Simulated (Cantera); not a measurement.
Equilibrium for aluminium nitride and oxide growth: AlBr3 + O2 + H2

Input: 1 mol AlBr3, 0.22 mol O2, a varied amount of H2, equilibrated at 1900 K and 13.3 mbar.

Cantera equilibrium calculation (NASA polynomials, part measured and part estimated; ideal gas, pure solids and liquids). Candidate condensed phases: Al, AlBr3, Al2O3, Br2, H2O; 25 gas species. The numbers say what is thermodynamically allowed, not how fast it happens.

```tsv
n(H2) (mol)	x H2	x HBr	x Br	x AlBr	x AlBr3	x H	x H2O	x Al	n Al2O3(s)
1.9	0.338	0.344	0.124	0.115	0.0749	0.00399	0.000113	4.26e-5	0.147
3.9	0.530	0.267	0.0765	0.0967	0.0241	0.00500	0.000145	5.76e-5	0.146
8.1	0.708	0.173	0.0429	0.0646	0.00505	0.00578	0.000172	6.88e-5	0.146
17	0.838	0.0965	0.0220	0.0363	0.000745	0.00629	0.000192	7.52e-5	0.145
34	0.910	0.0518	0.0113	0.0195	0.000106	0.00656	0.000203	7.84e-5	0.144
69	0.951	0.0264	0.00566	0.00993	1.35e-5	0.00670	0.000209	8.01e-5	0.141
140	0.972	0.0132	0.00280	0.00499	1.67e-6	0.00678	0.000211	8.12e-5	0.136
290	0.983	0.00643	0.00135	0.00245	1.91e-7	0.00681	0.000212	8.24e-5	0.124
```
x: gas mole fraction; n: condensed amount in mol.

From 1.9 mol H2 to 290 mol H2 the condensed part is Al2O3(s). The main Al-bearing gas is AlBr throughout.
